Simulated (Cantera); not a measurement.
Mixture: CH4 : O2 : N2 : CO2 : H2 = 1 : 3.57 : 13.4 : 3 : 0.28 (molar parts), at 500000 Pa, adiabatic and at constant volume. Ignition delay is the time to a rise of 400 K.

Cantera simulation using GRI-Mech 3.0 (53 species, 325 reactions); the numbers are that mechanism's predictions, not measurements.

### Question
Predict: delay at 1125 K; delay at 1175 K; delay at 1225 K; delay at 1275 K; delay at 1325 K; delay at 1375 K; apparent activation energy between 1275 and 1375 K.

### Answer
* **delay at 1125 K**: 2.67 ms
* **delay at 1175 K**: 1.54 ms
* **delay at 1225 K**: 0.969 ms
* **delay at 1275 K**: 0.637 ms
* **delay at 1325 K**: 0.427 ms
* **delay at 1375 K**: 0.290 ms
* **apparent activation energy between 1275 and 1375 K**: 110 kJ/mol
